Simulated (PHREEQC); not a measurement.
Dissolve 0.066 mol HCl, 0.00064 mol ZnSO4, 0.21 mol MgSO4 and 0.0024 mol LiOH per kg of water at 25 °C. Closed to the air; pH follows from the charge balance.

Equilibrium calculation in PHREEQC: ion-association model, phreeqc.dat.

| Item | Value |
|---|---|
| pH | 1.72 |
| ionic strength | 0.418 mol/kgw |
| activity of water | 0.993 |
| specific conductance | 23300 µS/cm |
| density | 1.022 g/cm³ |
| total alkalinity | -63.6 meq/kg |

```
species     molality  activity   log γ
----------  --------  --------  ------
Mg+2           0.107    0.0320  -0.525
MgSO4          0.103     0.113   0.042
SO4-2         0.0685    0.0151  -0.656
Cl-           0.0660    0.0437  -0.179
HSO4-         0.0386    0.0282  -0.136
H+            0.0249    0.0192  -0.113
Li+          0.00225   0.00161  -0.145
Zn+2        0.000301   6.89e-5  -0.640
ZnSO4       0.000222  0.000244   0.042
LiSO4-      0.000153  0.000106  -0.160
Zn(SO4)2-2  0.000105   3.00e-5  -0.545
ZnCl+        1.22e-5   8.10e-6  -0.178
ZnCl2        3.37e-7   3.71e-7   0.042
```

No solid was allowed to form. Complexes and solids missing from the database can't appear.
